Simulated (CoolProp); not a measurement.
Vapour-liquid equilibrium of n-heptane (1) + o-xylene (2) at 0.00611 MPa; x and y are mole fractions of (1).

Values from CoolProp's multi-fluid Helmholtz-energy mixture model, Span 2003 and Zhou 2012; pair parameters Bell 2016.

Problem. Give the bubble temperature and the first vapour's composition at x = 0.35, 0.5, 0.65. Is there an azeotrope?

Solution. x = 0.35: 38.5 °C, y = 0.784; x = 0.5: 34.3 °C, y = 0.860; x = 0.65: 31.1 °C, y = 0.911. No azeotrope shows between x = 0.05 and 0.95.

Pair parameters are fitted to limited data, so mixtures are less certain than the pure fluids.
